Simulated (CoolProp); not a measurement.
A simple Rankine cycle with R1336mzz(E): condensing at 302.15 K, boiler at 0.651 MPa, turbine inlet 409 K, turbine efficiency 0.9, pump efficiency 0.6, no recuperator. Each further row changes one setting.

Values from CoolProp's reference Helmholtz-energy equation of state, Akasaka 2023.

```csv
case,thermal efficiency (%),net work (kJ/kg),heat in (kJ/kg),turbine exit temperature (K),volume ratio over the turbine
as stated,7.6,17.7,232,384.2,2.90
condensing temperature 294.15 K,9.2,22.4,242,378.3,3.81
boiler pressure 0.456 MPa,5.2,12.2,235,392.8,2.03
turbine efficiency 0.8,6.8,15.7,232,386.4,2.92
```
